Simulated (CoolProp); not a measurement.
Vapour-liquid equilibrium of cyclohexane (1) + o-xylene (2) at 170.55 °C; x and y are mole fractions of (1).

Model: multi-fluid Helmholtz-energy mixture model, Zhou 2014 and Zhou 2012; pair parameters Bell 2016, in CoolProp.

```tsv
x	bubble pressure, mixture model (kPa)	bubble pressure, Raoult's law (kPa)	y, mixture model	y, Raoult's law
0.05	232.9	224.5	0.199	0.182
0.125	290.0	271.3	0.394	0.377
0.2	344.4	318.1	0.522	0.514
0.275	395.9	365.0	0.613	0.616
0.35	444.7	411.8	0.682	0.695
0.425	491.1	458.6	0.736	0.758
0.5	535.6	505.5	0.782	0.809
0.575	578.6	552.3	0.821	0.851
0.65	620.6	599.1	0.856	0.887
0.725	662.1	646.0	0.888	0.918
0.8	703.5	692.8	0.919	0.944
0.875	745.5	739.6	0.949	0.967
0.95	788.4	786.4	0.979	0.988
```

The largest gap from Raoult's law is +8.5 % in bubble pressure, at x = 0.275. No azeotrope shows between x = 0.05 and 0.95.

Pair parameters are fitted to limited data, so mixtures are less certain than the pure fluids.
